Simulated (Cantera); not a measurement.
Cantera run:

```python
import numpy as np
import cantera as ct

gas_names = """
    F F2 H HF H2 H2F2 H3F3 H4F4 H5F5 H6F6 H7F7 N NF NF2 NF3 NH NH2 NH3 N2 N2H2 N2H4 Si SiF SiF2 SiF3
    SiF4 SiH SiHF3 SiH2 SiH2F2 SiH3 SiH3F SiH4 SiN Si2 Si2N Si3
""".split()
cond_names = """
    Si(cr) Si(L) Si3N4(a)
""".split()


# ... load() reads the species with a 1 bar reference pressure and builds the phases ...
atoms = {
    'Si': {'Si': 1},
    'HF': {'H': 1, 'F': 1},
    'N2': {'N': 2},
}
top_T = {'Si3N4(a)': 2400}  # K; cautious upper limits of use, not melting points


# ... equilibrate(T, P, feed) seeds the gas with the atoms and calls Mixture.equilibrate('TP', solver="vcs", rtol=1e-11, max_steps=5000) ...
results = []
feed = {'Si': 1, 'HF': 13, 'N2': 0.17}  # mol
T = 1050  # K
P = 11000  # Pa
mix = equilibrate(T, P, feed)
results.append((T, P, feed, dict(zip(mix.species_names, mix.species_moles))))
x = sorted(zip(gas.X, gas.species_names), reverse=True)
print(f"T = {T:g} K  P = {P:g} Pa  gas = {mix.phase_moles(0):.4g} mol")
print("   x: " + "  ".join(f"{s} {v:.3e}" for v, s in x if v > 0.001))
print("   condensed (mol): " + ("  ".join(f"{mix.phase(i).name} {mix.phase_moles(i):.4g}"
      for i in range(1, mix.n_phases) if mix.phase_moles(i) > 1e-12) or "none"))
```

It prints:

```
T = 1050 K  P = 11000 Pa  gas = 12.17 mol
   x: HF 7.395e-01  H2 1.643e-01  SiF4 8.217e-02  N2 1.397e-02
   condensed (mol): none
```

These are equilibrium values from Cantera (NASA tables, ideal gas, pure condensed phases), not measurements of a reactor.
